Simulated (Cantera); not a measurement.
Charge: 1 mol SiH₂Cl₂, 6 mol N₂, at 1875 K and 63.0 Pa.

Cantera equilibrium calculation (NASA polynomials, part measured and part estimated; ideal gas, pure solids and liquids). Candidate condensed phases: NH₄Cl, Si, Si₃N₄; 28 gas species. The tables' values for SiCl, SiCl₃, SiN are old estimates; treat these amounts as uncertain. Equilibrium is a limit: real reactors are often held back by kinetics, nucleation or transport.

Base state: N₂ 0.733, SiCl₂ 0.0911, H₂ 0.0910, HCl 0.0545, Si 0.0144, H 0.00788, SiCl 0.00368, Cl 0.00357 (mole fractions); condensed: Si(l).

Question: What changes in the equilibrium state with this change: temperature from 1875 K to 1323.15 K?

Answer: 
| species | before | after |
|---|---|---|
| N₂ | 0.733 | 0.740 |
| HCl | 0.0545 | 0.175 |
| H₂ | 0.0910 | 0.0465 |
| SiCl₂ | 0.0911 | 0.0280 |
| Si | 0.0144 | 2.20e-9 |
| Si₂N | 0.000164 | <1e-9 |
| SiN | 0.000111 | <1e-9 |
| Si₂ | 0.000108 | <1e-9 |
| SiH | 0.000101 | <1e-9 |
| Si(l), mol | 0.0986 | 0 |
| Si₃N₄(s), mol | 0 | 0.237 |
N₂ is the only nitrogen source here; it is nearly inert below about 1500 K, so the nitride shown seldom forms there in practice. The tables' values for SiCl₃ are old estimates; treat these amounts as uncertain.

Question: What changes in the equilibrium state with this change: SiH₂Cl₂ replaced by SiHCl₃?

Answer: 
```
species       before     after
----------  --------  --------
N₂             0.733     0.741
SiCl₂         0.0911     0.121
HCl           0.0545     0.103
H₂            0.0910   0.00909
Si            0.0144  0.000535
Cl           0.00357    0.0213
Si₃          2.47e-5   1.27e-9
Si₂         0.000108   1.49e-7
Si₂N        0.000164   2.28e-7
SiH         0.000101   1.19e-6
Si(l), mol    0.0986         0
```
The tables' values for SiCl₃, SiCl are old estimates; treat these amounts as uncertain.

Question: What changes in the equilibrium state with this change: pressure from 63.0 Pa to 13300 Pa?

Answer: 
```json
[
 {"species": "N₂", "before": "0.733", "after": "0.744"},
 {"species": "H₂", "before": "0.0910", "after": "0.0890"},
 {"species": "SiCl₂", "before": "0.0911", "after": "0.0842"},
 {"species": "HCl", "before": "0.0545", "after": "0.0785"},
 {"species": "Si", "before": "0.0144", "after": "2.96e-5"},
 {"species": "Si₃", "before": "2.47e-5", "after": "9.60e-9"},
 {"species": "Si₂", "before": "0.000108", "after": "9.65e-8"},
 {"species": "Si(l), mol", "before": "0.0986", "after": "0"},
 {"species": "Si₃N₄(s), mol", "before": "0", "after": "0.106"}
]
```
The tables' values for SiCl₃, SiCl are old estimates; treat these amounts as uncertain.
